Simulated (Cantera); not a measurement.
NO annealing gas

An isothermal, constant-pressure homogeneous reactor starts with 66.8 % NO, 30.1 % N₂, 3.07 % H₂O, at 2050 K and 63.0 Torr.

Cantera simulation using GRI-Mech 3.0 (53 species, 325 reactions); the numbers are that mechanism's predictions, not measurements.

| t (s) | x NO | x NO₂ | x O₂ | x N₂O | x O |
|---|---|---|---|---|---|
| 0.000500 | 0.668 | 6.83e-6 | 7.26e-7 | 2.86e-5 | 7.13e-6 |
| 0.00183 | 0.668 | 4.82e-5 | 3.53e-5 | 8.33e-5 | 3.58e-5 |
| 0.00672 | 0.667 | 3.07e-5 | 0.000767 | 0.000103 | 9.62e-5 |
| 0.0247 | 0.662 | 3.53e-5 | 0.00315 | 7.26e-5 | 0.000229 |
| 0.0904 | 0.643 | 6.75e-5 | 0.0119 | 8.12e-5 | 0.000408 |
| 0.332 | 0.577 | 0.000119 | 0.0445 | 7.22e-5 | 0.000753 |
| 1.22 | 0.364 | 0.000140 | 0.150 | 2.94e-5 | 0.00133 |
| 4.46 | 0.0729 | 3.97e-5 | 0.296 | 1.29e-6 | 0.00184 |
| 16.4 | 0.0117 | 6.71e-6 | 0.326 | 1.52e-7 | 0.00193 |
| 60.0 | 0.00980 | 5.63e-6 | 0.327 | 1.42e-7 | 0.00193 |
x: mole fraction; the columns are a selection and need not sum to one.

Equilibrium at this temperature and pressure: NO 0.00980, NO₂ 5.63e-6, O₂ 0.327, N₂O 1.42e-7, O 0.00193 (gas phase only).
